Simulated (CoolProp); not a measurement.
Vapour-liquid equilibrium of propane (1) + R152A (2) at 267.3 K; x and y are mole fractions of (1).

Computed with CoolProp (multi-fluid Helmholtz-energy mixture model, Lemmon 2009 and Outcalt 1996; pair parameters Bell 2016).

Q: Give the bubble pressure and the first vapour's composition at x = 0.15, 0.25, 0.55. Is there an azeotrope?

A: x = 0.15: 3.356 bar, y = 0.426; x = 0.25: 3.804 bar, y = 0.526; x = 0.55: 4.350 bar, y = 0.661. y crosses x between x = 0.65 and 0.75: the model has an azeotrope there.

Pair parameters are fitted to limited data, so mixtures are less certain than the pure fluids.
